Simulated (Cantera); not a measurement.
**Ignition delay**

Mixture: CH4 : C2H6 : C3H8 : O2 : N2 = 1 : 0.036 : 0.68 : 7.37 : 27.3 (molar parts), equivalence ratio 0.75, at 9.87 atm, adiabatic and at constant volume. Ignition delay is the time to a rise of 400 K.

Detailed kinetics in Cantera: GRI-Mech 3.0 (53 species, 325 reactions). GRI-Mech 3.0 was tuned for natural gas; its chemistry of propane as a main component is partial and can be far from experiment.

| T0 (K) | delay (ms) |
|---|---|
| 1000 | 44.2 |
| 1075 | 12.4 |
| 1150 | 3.52 |
| 1225 | 1.01 |
| 1300 | 0.308 |
| 1375 | 0.104 |
| 1450 | 0.0400 |

```yaml
apparent activation energy between 1300 and 1450 K: 210 kJ/mol
```
